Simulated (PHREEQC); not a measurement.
Solution (25 °C): 5.3 mmol/kgw FeSO4, 14 mmol/kgw NaF and 23 mmol/kgw Na2SO4. Closed to the air; pH follows from the charge balance.

Equilibrium calculation in PHREEQC: ion-association model, phreeqc.dat.

This is a speciation only: nothing precipitates in the calculation.

Q: Order these S species by the share of S that they hold, largest first: SO4-2, FeSO4, NaSO4-.

A: SO4-2 (84 %), NaSO4- (9.2 %), FeSO4 (7.2 %)

The pH is 6.77 and the ionic strength 0.0903 mol/kgw. Complexes and solids missing from the database can't appear. Fluoro complexes past AlF4- and FeF3 are missing from the database.
